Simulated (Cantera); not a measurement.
Feed: 1 mol Ca(OH)₂, 0.79 mol C, 1.2 mol O₂, equilibrated at 1675 °C and 10.0 mbar.

Cantera equilibrium calculation (NASA polynomials, part measured and part estimated; ideal gas, pure solids and liquids). Candidate condensed phases: C, C₆H₆, C₇H₈, C₈H₁₈, Ca, CaCO₃, CaO, Ca(OH)₂, H₂O; 115 gas species. Kinetics and transport are ignored.

Base state: H₂O 0.443, CO₂ 0.349, O₂ 0.186, OH 0.0102, CO 0.00686, H₂ 0.00198, O 0.00191, H 0.000503 (mole fractions); condensed: CaO(s).

What changes in the equilibrium state with this change: pressure from 10.0 mbar to 1.00 bar?


| species | before | after |
|---|---|---|
| H₂O | 0.443 | 0.452 |
| CO₂ | 0.349 | 0.358 |
| O₂ | 0.186 | 0.186 |
| OH | 0.0102 | 0.00325 |
| Ca(OH)₂ | 2.99e-5 | 3.04e-5 |
| H | 0.000503 | 1.61e-5 |
| O | 0.00191 | 0.000191 |
| CaO(s), mol | 1.000 | 1.000 |
